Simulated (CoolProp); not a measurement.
Propylene at 293.15 K and 0.17 MPa is compressed adiabatically to 0.938 MPa with isentropic efficiency 0.85. Each further row changes one setting.

Model: reference Helmholtz-energy equation of state, Lemmon 2013, in CoolProp.

```csv
case,work (kJ/kg),final temperature (K),final density (kg/m³)
as stated,124,374.6,13.6
efficiency 1,106,364.8,14.1
efficiency 0.65,163,394.3,12.8
```
